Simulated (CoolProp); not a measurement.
A closed Brayton cycle with carbon dioxide: compressor inlet 322.15 K and 9.2 MPa, high pressure 28.8 MPa, turbine inlet 820 K, compressor efficiency 0.8, turbine efficiency 0.93, recuperator effectiveness 0.8 (on enthalpy, no pinch check). Each further row changes one setting.

The numbers come from the reference Helmholtz-energy equation of state, Span 1996 in CoolProp.

```json
[
 {"case": "as stated", "thermal efficiency (%)": "31.0", "net work (kJ/kg)": "96.1", "compressor to turbine work": "0.37", "compressor exit (K)": "406.1", "turbine exit (K)": "680.1"},
 {"case": "turbine inlet 770 K", "thermal efficiency (%)": "29.5", "net work (kJ/kg)": "85.3", "compressor to turbine work": "0.40", "compressor exit (K)": "406.1", "turbine exit (K)": "___"},
 {"case": "compressor inlet 332.15 K", "thermal efficiency (%)": "29.4", "net work (kJ/kg)": "___", "compressor to turbine work": "___", "compressor exit (K)": "430.0", "turbine exit (K)": "680.1"},
 {"case": "high pressure 24.5 MPa", "thermal efficiency (%)": "29.5", "net work (kJ/kg)": "86.4", "compressor to turbine work": "0.35", "compressor exit (K)": "___", "turbine exit (K)": "___"},
 {"case": "recuperator effectiveness 0.5", "thermal efficiency (%)": "___", "net work (kJ/kg)": "96.1", "compressor to turbine work": "0.37", "compressor exit (K)": "406.1", "turbine exit (K)": "680.1"}
]
```

### Question
What belongs in the gaps?

### Answer

- turbine inlet 770 K, turbine exit (K): 635.1
- compressor inlet 332.15 K, net work (kJ/kg): 85.5
- compressor inlet 332.15 K, compressor to turbine work: 0.44
- high pressure 24.5 MPa, compressor exit (K): 393.7
- high pressure 24.5 MPa, turbine exit (K): 699.3
- recuperator effectiveness 0.5, thermal efficiency (%): 23.7
